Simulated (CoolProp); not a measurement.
The numbers come from the reference Helmholtz-energy equation of state, Akasaka 2022 in CoolProp.

Q: Give the vapour pressure (MPa), liquid density (kg/m³), vapour density (kg/m³) of saturated R1233zd(E) at 78.25, 81.75 °C.

A: 
```tsv
T (°C)	p (MPa)	liquid density (kg/m³)	vapour density (kg/m³)
78.25	0.631	1120	33.3
81.75	0.687	1110	36.3
```
